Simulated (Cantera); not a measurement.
Stirred combustor or abatement burner

A perfectly stirred reactor is fed with CO : H2 : CH4 : O2 : N2 = 1 : 0.36 : 0.32 : 1.2 : 4.51 (molar parts), equivalence ratio 1.1, at 51000 Pa; it is adiabatic with a 325 K inlet, and is followed from long to short residence time, starting on the burning branch (τ in s: 0.34, 0.13, 0.052, 0.02, 0.0079, 0.0031, 0.0012, 0.00047, 0.00018, 7.2e-05, 2.8e-05, 1.1e-05).

Detailed kinetics in Cantera: GRI-Mech 3.0 (53 species, 325 reactions).

| τ (s) | T (K) | x CO | x H2 | x CH4 | x NO | x H2O2 | x O2 | x N2O |
|---|---|---|---|---|---|---|---|---|
| 0.34 | 2303 | 0.0427 | 0.00691 | 6.43e-7 | 0.00183 | 3.28e-8 | 0.00539 | 7.82e-8 |
| 0.13 | 2283 | 0.0445 | 0.00732 | 1.43e-6 | 0.00148 | 3.62e-8 | 0.00657 | 7.56e-8 |
| 0.052 | 2246 | 0.0477 | 0.00810 | 2.85e-6 | 0.00103 | 4.22e-8 | 0.00861 | 6.94e-8 |
| 0.020 | 2183 | 0.0528 | 0.00944 | 5.56e-6 | 0.000562 | 5.44e-8 | 0.0118 | 6.11e-8 |
| 0.0079 | 2097 | 0.0587 | 0.0112 | 1.08e-5 | 0.000261 | 7.76e-8 | 0.0157 | 5.48e-8 |
| 0.0031 | 1992 | 0.0646 | 0.0133 | 2.22e-5 | 0.000121 | 1.22e-7 | 0.0198 | 5.04e-8 |
| 0.0012 | 1870 | 0.0700 | 0.0154 | 5.02e-5 | 6.45e-5 | 2.09e-7 | 0.0242 | 4.66e-8 |
| 0.00047 | 1737 | 0.0758 | 0.0171 | 0.000128 | 3.63e-5 | 3.80e-7 | 0.0291 | 4.34e-8 |
| 0.00018 | 1585 | 0.0883 | 0.0181 | 0.000424 | 1.55e-5 | 7.41e-7 | 0.0377 | 4.08e-8 |
| 7.2e-5 | 325 | 0.135 | 0.0487 | 0.0433 | <1e-12 | <1e-12 | 0.162 | <1e-12 |
| 2.8e-5 | 325 | 0.135 | 0.0487 | 0.0433 | <1e-12 | <1e-12 | 0.162 | <1e-12 |
| 1.1e-5 | 325 | 0.135 | 0.0487 | 0.0433 | <1e-12 | <1e-12 | 0.162 | <1e-12 |
x: mole fraction; the columns are a selection and need not sum to one.
